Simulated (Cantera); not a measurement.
Cantera run, input and output.

```python
import numpy as np
import cantera as ct

gas = ct.Solution("gri30.yaml")
gas.TPX = 1400, 13332, {'H2': 0.4, 'O2': 1, 'N2': 2}
inlet = ct.Reservoir(gas, clone=True)

reactor = ct.IdealGasConstPressureReactor(gas, energy="off", clone=False)
exhaust = ct.Reservoir(gas, clone=True)
tau = [3, 1, 0.36, 0.13, 0.043, 0.015, 0.0052, 0.0018, 0.00062, 0.00021][0]
for a, b in ((inlet, reactor), (reactor, exhaust)):
    ct.MassFlowController(a, b, mdot=lambda t: reactor.mass / tau)
net = ct.ReactorNet([reactor])
show = ['H2', 'O2', 'N2O', 'HO2', 'NO', 'H2O', 'H']

rows = []
print(f"{'tau/s':>10s}{'T/K':>9s}" + "".join(f"{s:>11s}" for s in show))
for tau in [3, 1, 0.36, 0.13, 0.043, 0.015, 0.0052, 0.0018, 0.00062, 0.00021]:
    net.initial_time = 0.0
    net.advance(30 * tau)
    before = gas.X
    net.advance(40 * tau)
    drift = np.max(np.abs(gas.X - before) / (gas.X + 1e-9))
    rows.append([gas.T, *gas[show].X, drift])
    print(f"{tau:10.3e}{gas.T:9.1f}" + "".join(f"{x:11.3e}" for x in gas[show].X))
```

It prints:

```
     tau/s      T/K         H2         O2        N2O        HO2         NO        H2O          H
 3.000e+00   1400.0  4.643e-05  2.498e-01  2.048e-07  9.761e-07  1.544e-06  1.246e-01  6.824e-06
 1.000e+00   1400.0  9.607e-05  2.496e-01  1.933e-07  1.821e-06  1.153e-06  1.244e-01  2.080e-05
 3.600e-01   1400.0  1.880e-04  2.494e-01  1.679e-07  3.116e-06  9.063e-07  1.241e-01  5.840e-05
 1.300e-01   1400.0  3.648e-04  2.490e-01  1.378e-07  5.014e-06  8.443e-07  1.236e-01  1.625e-04
 4.300e-02   1400.0  7.410e-04  2.483e-01  1.062e-07  7.706e-06  1.063e-06  1.225e-01  4.878e-04
 1.500e-02   1400.0  1.432e-03  2.470e-01  8.028e-08  1.053e-05  1.661e-06  1.206e-01  1.361e-03
 5.200e-03   1400.0  2.705e-03  2.448e-01  5.921e-08  1.303e-05  2.744e-06  1.170e-01  3.662e-03
 1.800e-03   1400.0  4.885e-03  2.416e-01  4.307e-08  1.464e-05  4.052e-06  1.103e-01  9.006e-03
 6.200e-04   1400.0  8.254e-03  2.377e-01  3.117e-08  1.509e-05  4.407e-06  9.968e-02  1.848e-02
 2.100e-04   1400.0  1.361e-02  2.362e-01  2.175e-08  1.478e-05  2.888e-06  8.674e-02  2.884e-02
```

Model: GRI-Mech 3.0 (53 species, 325 reactions), integrated in Cantera. The temperature is held fixed by assumption; the heat of reaction is taken as removed at once.
